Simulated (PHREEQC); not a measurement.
A column of 0.1 m (40 cells, dispersivity 0.0035 m, 300 s a shift, diffusion coefficient 3e-10 m²/s) holds 0.23 eq of the database's cation exchanger X per kg of pore water, first in equilibrium with 0.066 mol SrCl2 and 1e-05 mol HCl per kg of water. It is flushed with 0.087 mol BaCl2, 0.00071 mol LiCl, 0.019 mol NaCl and 1e-05 mol HCl per kg of water, at 25 °C. Values are for the last cell. The system is closed to CO2. No solid was allowed to form.

The series has 34 steps of pore volumes, from 0 to 4.963.

The numbers come from PHREEQC with the ion-association model, phreeqc.dat.

Problem. After how many pore volumes does Ba at the outlet first reach half of its feed value?

Solution. By 2.3 pore volumes.

Problem. After how many pore volumes does Na at the outlet first reach half of its feed value?

Solution. By 1.4 pore volumes.

Problem. After how many pore volumes does Li at the outlet first reach half of its feed value?

Solution. By 1.2 pore volumes.
